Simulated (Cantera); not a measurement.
An adiabatic, constant-volume homogeneous reactor starts with 3.73 % CH4, 0.373 % CO, 20.1 % O2, 75.8 % N2, at 1100 K and 5.00 bar.

Model: GRI-Mech 3.0 (53 species, 325 reactions), integrated in Cantera.

Q: Predict: time of steepest temperature rise; temperature at 0.300 s; equilibrium temperature; x(CO) at 0.300 s; x(O2) at 0.300 s; x(N2O) at 0.300 s.

A: time of steepest temperature rise: 26.7 ms
temperature at 0.300 s: 2139 K
equilibrium temperature: 2136 K
x(CO) at 0.300 s: 0.000148 (gas-phase equilibrium 0.000146)
x(O2) at 0.300 s: 0.121 (gas-phase equilibrium 0.120)
x(N2O) at 0.300 s: 1.38e-6 (gas-phase equilibrium 1.37e-6)
